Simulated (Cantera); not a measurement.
An isothermal, constant-pressure homogeneous reactor starts with 4.76 % H2, 95.2 % O2, at 950 K and 3300 Pa.

Model: the H2/O2 subset of GRI-Mech 3.0, which has no nitrogen chemistry, integrated in Cantera. Radical loss at walls, strong at low pressure, is not modelled. The temperature is held fixed by assumption; the heat of reaction is taken as removed at once.

One state of this run: x H2 = 0.00819; x O2 = 0.938; x O = 0.00855; x H = 0.00777; x H2O = 0.0349; x H2O2 = 7.98e-7. x: mole fraction; the columns are a selection and need not sum to one.

Q: Which value of t (s) does it belong to?
A. 0.00221
B. 0.0546
C. 0.00493
D. 0.000446

A: C, 0.00493
